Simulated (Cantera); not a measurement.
Charge: 1 mol CH3Cl, 3.4 mol H2, at 10.0 mbar.

Cantera equilibrium calculation (NASA polynomials, part measured and part estimated; ideal gas, pure solids and liquids). Candidate condensed phases: C, C6H6, C7H8, C8H18; 91 gas species. Rates play no part. All values below are at 2075 °C.

Base state: H2 0.717, HCl 0.158, H 0.105, Cl 0.0165, C2H2 (acetylene) 0.00392, C2H 2.91e-5 (mole fractions); condensed: C(graphite).

What changes in the equilibrium state with this change: CH3Cl replaced by c-C4F8?


```json
[
 {"species": "HF", "before": "0", "after": "0.876"},
 {"species": "F", "before": "0", "after": "0.0914"},
 {"species": "CF2", "before": "0", "after": "0.0294"},
 {"species": "H2", "before": "0.717", "after": "2.63e-6"},
 {"species": "HCl", "before": "0.158", "after": "0"},
 {"species": "Cl", "before": "0.0165", "after": "0"},
 {"species": "H", "before": "0.105", "after": "0.000200"},
 {"species": "CF", "before": "0", "after": "0.00181"},
 {"species": "CF4", "before": "0", "after": "0.000527"},
 {"species": "C2H2 (acetylene)", "before": "0.00392", "after": "1.44e-8"},
 {"species": "C(graphite), mol", "before": "0.954", "after": "3.75"}
]
```
The feed counts by its element totals alone.
